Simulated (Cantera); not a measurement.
An adiabatic, constant-pressure homogeneous reactor starts with 4.45 % CH4, 0.209 % H2, 20.0 % O2, 75.3 % N2, equivalence ratio 0.45, at 1125 K and 10.0 bar.

Cantera simulation using GRI-Mech 3.0 (53 species, 325 reactions); the numbers are that mechanism's predictions, not measurements.

Problem. Predict: time of steepest temperature rise; temperature at 3.00 s; equilibrium temperature; x(H2) at 3.00 s; x(O2) at 3.00 s; x(OH) at 3.00 s; x(NO) at 3.00 s.

Solution. 
| Quantity | Result |
|---|---|
| time of steepest temperature rise | 5.13 ms |
| temperature at 3.00 s | 2071 K |
| equilibrium temperature | 2071 K |
| x(H2) at 3.00 s | 4.28e-5 (gas-phase equilibrium 4.28e-5) |
| x(O2) at 3.00 s | 0.107 (gas-phase equilibrium 0.107) |
| x(OH) at 3.00 s | 0.00130 (gas-phase equilibrium 0.00130) |
| x(NO) at 3.00 s | 0.00647 (gas-phase equilibrium 0.00647) |
